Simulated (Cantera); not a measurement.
## Pb + CO + N2 (metals in furnace atmospheres)

A closed system holds: 1 mol Pb, 0.33 mol CO, 1.9 mol N2, held at 1330 Pa.

Equilibrium computed with Cantera from the NASA thermochemical tables; the gas is ideal and each condensed phase is pure. Candidate condensed phases: C, Pb, PbO, PbO2, Pb3O4; 27 gas species. Rates play no part.

```json
[
 {"T (°C)": "625", "x N2": "0.853", "x Pb": "9.71e-5", "x CO": "0.145", "x CO2": "0.00165", "x Pb2": "5.55e-11", "n C(graphite)": "0.00366", "n Pb(l)": "1.000"},
 {"T (°C)": "675", "x N2": "0.852", "x Pb": "0.000359", "x CO": "0.147", "x CO2": "0.000505", "x Pb2": "4.97e-10", "n C(graphite)": "0.00113", "n Pb(l)": "0.999"},
 {"T (°C)": "725", "x N2": "0.851", "x Pb": "0.00116", "x CO": "0.147", "x CO2": "0.000171", "x Pb2": "3.55e-9", "n C(graphite)": "0.000383", "n Pb(l)": "0.997"},
 {"T (°C)": "775", "x N2": "0.849", "x Pb": "0.00335", "x CO": "0.147", "x CO2": "6.42e-5", "x Pb2": "2.09e-8", "n C(graphite)": "0.000144", "n Pb(l)": "0.993"},
 {"T (°C)": "825", "x N2": "0.845", "x Pb": "0.00876", "x CO": "0.147", "x CO2": "2.62e-5", "x Pb2": "1.04e-7", "n C(graphite)": "5.89e-5", "n Pb(l)": "0.980"},
 {"T (°C)": "875", "x N2": "0.834", "x Pb": "0.0210", "x CO": "0.145", "x CO2": "1.14e-5", "x Pb2": "4.49e-7", "n C(graphite)": "0", "n Pb(l)": "0.952"},
 {"T (°C)": "925", "x N2": "0.812", "x Pb": "0.0468", "x CO": "0.141", "x CO2": "5.16e-6", "x Pb2": "1.71e-6", "n C(graphite)": "0", "n Pb(l)": "0.891"},
 {"T (°C)": "975", "x N2": "0.769", "x Pb": "0.0975", "x CO": "0.134", "x CO2": "2.35e-6", "x Pb2": "5.81e-6", "n C(graphite)": "0", "n Pb(l)": "0.759"},
 {"T (°C)": "1025", "x N2": "0.689", "x Pb": "0.192", "x CO": "0.120", "x CO2": "1.01e-6", "x Pb2": "1.79e-5", "n C(graphite)": "0", "n Pb(l)": "0.471"},
 {"T (°C)": "1075", "x N2": "0.588", "x Pb": "0.310", "x CO": "0.102", "x CO2": "4.15e-7", "x Pb2": "3.79e-5", "n C(graphite)": "0", "n Pb(l)": "0"},
 {"T (°C)": "1125", "x N2": "0.588", "x Pb": "0.310", "x CO": "0.102", "x CO2": "2.44e-7", "x Pb2": "3.12e-5", "n C(graphite)": "0", "n Pb(l)": "0"}
]
```
x: gas mole fraction; n: condensed amount in mol.

From 625 °C to 825 °C the condensed part is C(graphite) + Pb(l). From 875 °C to 1025 °C the condensed part is Pb(l). From 1075 °C to 1125 °C nothing is condensed. The main Pb-bearing gas is Pb throughout.
